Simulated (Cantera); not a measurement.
Feed: 1 mol borazine, 1.1 mol N₂, equilibrated at 1827 °C and 1.00 Torr.

These are equilibrium values from Cantera (NASA tables, ideal gas, pure condensed phases), not measurements of a reactor. Candidate condensed phases: B, BN; 15 gas species. The feed counts by its element totals alone. Mutual solubility and eutectic melting of coexisting phases are not modelled. The tables' values for BH₂ are old estimates; treat these amounts as uncertain. Rates play no part.

Base state: H₂ 0.569, N₂ 0.366, H 0.0644, B 0.000487, BH₂ 0.000460, BH 2.17e-5 (mole fractions); condensed: B(s) + BN(s).

Problem. What changes in the equilibrium state with this change: pressure from 1.00 Torr to 750 Torr?

Solution. 
```tsv
species	before	after
H₂	0.569	0.729
N₂	0.366	0.268
H	0.0644	0.00266
BH₂	0.000460	2.51e-5
B	0.000487	2.77e-8
BH	2.17e-5	3.82e-8
B(s), mol	1.44	0
BN(s), mol	1.55	3.00
```
